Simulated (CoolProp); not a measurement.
Vapour-liquid equilibrium of ethanol (1) + o-xylene (2) at 0.347 MPa; x and y are mole fractions of (1).

Computed with CoolProp (multi-fluid Helmholtz-energy mixture model, Schroeder 2014 and Zhou 2012; pair parameters Bell 2016).

```
x      bubble temperature, mixture model (K)  bubble temperature, Raoult's law (K)  y, mixture model  y, Raoult's law
-----  -------------------------------------  ------------------------------------  ----------------  ---------------
0.05                                   438.6                                 456.0             0.503            0.304
0.125                                  416.8                                 440.9             0.722            0.543
0.2                                    407.0                                 430.3             0.795            0.676
0.275                                  401.9                                 422.2             0.830            0.761
0.35                                   398.8                                 415.8             0.850            0.819
0.425                                  396.8                                 410.5             0.863            0.861
0.5                                    395.3                                 405.9             0.875            0.894
0.575                                  394.0                                 402.0             0.885            0.919
0.65                                   392.7                                 398.5             0.897            0.940
0.725                                  391.4                                 395.5             0.911            0.957
0.8                                    390.1                                 392.7             0.928            0.971
0.875                                  388.7                                 390.2             0.950            0.983
0.95                                   387.3                                 387.9             0.978            0.994
```

The largest gap from Raoult's law is -24.1 K in bubble temperature, at x = 0.125. No azeotrope shows between x = 0.05 and 0.95.

The pair parameters rest on a limited set of measurements; away from them the model extrapolates. With so large a gap from Raoult's law the liquid may split in two, which this calculation doesn't test in full.
